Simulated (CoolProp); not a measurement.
R1224YDZ along the isotherm 465.5 K: fugacity coefficient from the reference equation and from simpler models built on Tc = 428.7 K, pc = 3.334 MPa, ω = 0.325; each cubic takes its own stable root.

Computed with CoolProp (reference Helmholtz-energy equation of state, Akasaka 2023).

| p (MPa) | phase | reference |
|---|---|---|
| 0.105 | gas | 0.9919 |
| 0.17 | gas | 0.9868 |
| 0.275 | gas | 0.9787 |
| 0.445 | gas | 0.9657 |
| 0.718 | gas | 0.9449 |
| 1.16 | gas | 0.9117 |
| 1.87 | gas | 0.8594 |
| 3.03 | gas | 0.7765 |
| 4.89 | supercritical | 0.6492 |
| 7.91 | supercritical | 0.4853 |
| 12.8 | supercritical | 0.3736 |
| 20.6 | supercritical | 0.3160 |
| 33.3 | supercritical | 0.3087 |

Question: How far does each simpler model (van der Waals, Redlich-Kwong, Peng-Robinson) lie from the reference over these 13 states: mean and median of the absolute difference, and the worst?

Answer: 
- van der Waals: mean 5.6 %, median 0.7 %, worst +39.9 % at 465.5 K and 33.3 MPa
- Redlich-Kwong: mean 1.4 %, median 0.6 %, worst +6.5 % at 465.5 K and 33.3 MPa
- Peng-Robinson: mean 0.9 %, median 0.6 %, worst -3.1 % at 465.5 K and 4.89 MPa
